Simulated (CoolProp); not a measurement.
A closed Brayton cycle with nitrogen: compressor inlet 329.15 K and 3 MPa, high pressure 6.29 MPa, turbine inlet 985 K, compressor efficiency 0.8, turbine efficiency 0.9, recuperator effectiveness 0.8 (on enthalpy, no pinch check). Each further row changes one setting.

Model: reference Helmholtz-energy equation of state, Span 2000, in CoolProp.

| case | thermal efficiency (%) | net work (kJ/kg) | compressor to turbine work | compressor exit (K) | turbine exit (K) |
|---|---|---|---|---|---|
| as stated | 28.9 | 78.3 | 0.57 | 426.5 | 830.4 |
| turbine inlet 935 K | 27.4 | 69.1 | 0.60 | 426.5 | 786.9 |
| compressor inlet 339.15 K | 28.0 | 75.1 | 0.58 | 439.4 | 830.4 |
| high pressure 5.35 MPa | 26.8 | 65.9 | 0.54 | 403.4 | 862.1 |
| recuperator effectiveness 0.5 | 19.4 | 78.3 | 0.57 | 426.5 | 830.4 |
